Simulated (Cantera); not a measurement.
A closed system holds: 1 mol SiH₂Cl₂, 0.69 mol N₂, at 1400 K and 0.480 bar.

These are equilibrium values from Cantera (NASA tables, ideal gas, pure condensed phases), not measurements of a reactor. Candidate condensed phases: NH₄Cl, Si, Si₃N₄; 28 gas species. N₂ is the only nitrogen source here; it is nearly inert below about 1500 K, so the nitride shown seldom forms there in practice. The tables' values for SiCl₃ are old estimates; treat these amounts as uncertain. Rates play no part.

Base state: HCl 0.434, H₂ 0.295, SiCl₄ 0.134, N₂ 0.116, SiCl₃ 0.0114, SiHCl₃ 0.00642, SiCl₂ 0.00415, SiH₂Cl₂ 4.64e-5 (mole fractions); condensed: Si₃N₄(s).

Task: What changes in the equilibrium state with this change: SiH₂Cl₂ replaced by SiH₄?

Result: 
| species | before | after |
|---|---|---|
| H₂ | 0.295 | 0.988 |
| N₂ | 0.116 | 0.0115 |
| HCl | 0.434 | 0 |
| SiCl₄ | 0.134 | 0 |
| SiCl₃ | 0.0114 | 0 |
| SiHCl₃ | 0.00642 | 0 |
| SiCl₂ | 0.00415 | 0 |
| SiH₂Cl₂ | 4.64e-5 | 0 |
| Si₃N₄(s), mol | 0.233 | 0.333 |

Task: What changes in the equilibrium state with this change: N₂ from 0.69 to 1 mol?

Result: 
| species | before | after |
|---|---|---|
| HCl | 0.434 | 0.412 |
| H₂ | 0.295 | 0.235 |
| N₂ | 0.116 | 0.230 |
| SiCl₄ | 0.134 | 0.107 |
| SiCl₃ | 0.0114 | 0.00865 |
| SiH₂Cl₂ | 4.64e-5 | 2.64e-5 |
| SiHCl₃ | 0.00642 | 0.00434 |
| SiCl₂ | 0.00415 | 0.00296 |
| Si₃N₄(s), mol | 0.233 | 0.240 |
